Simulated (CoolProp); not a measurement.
Vapour-liquid equilibrium of acetone (1) + n-heptane (2) at 21.85 °C; x and y are mole fractions of (1).

Values from CoolProp's multi-fluid Helmholtz-energy mixture model, Lemmon 2006 and Span 2003; pair parameters Bell 2016.

```
x     bubble pressure (MPa)  y at the bubble point  dew pressure at overall composition x (MPa)  liquid density (mol/L)
----  ---------------------  ---------------------  -------------------------------------------  ----------------------
0.05                0.01114             (withheld)                                     0.005459              (withheld)
0.2                 0.02128                  0.789                                     0.006444                   7.568
0.35                0.02486                  0.831                                     0.007859                   8.257
0.5                 0.02587                  0.844                                      0.01006              (withheld)
0.65             (withheld)             (withheld)                                   (withheld)                   10.09
0.8                 0.02679             (withheld)                                      0.02215              (withheld)
0.95                0.02711                  0.944                                      0.02709                   12.94
```

Complete the blanks.


- 0.05, y at the bubble point: 0.552
- 0.05, liquid density (mol/L): 6.984
- 0.5, liquid density (mol/L): 9.083
- 0.65, bubble pressure (MPa): 0.02626
- 0.65, y at the bubble point: 0.851
- 0.65, dew pressure at overall composition x (MPa): 0.01393
- 0.8, y at the bubble point: 0.871
- 0.8, liquid density (mol/L): 11.35

y crosses x between x = 0.8 and 0.95: the model has an azeotrope there.

Pair parameters are fitted to limited data, so mixtures are less certain than the pure fluids. With so large a gap from Raoult's law the liquid may split in two, which this calculation doesn't test in full.
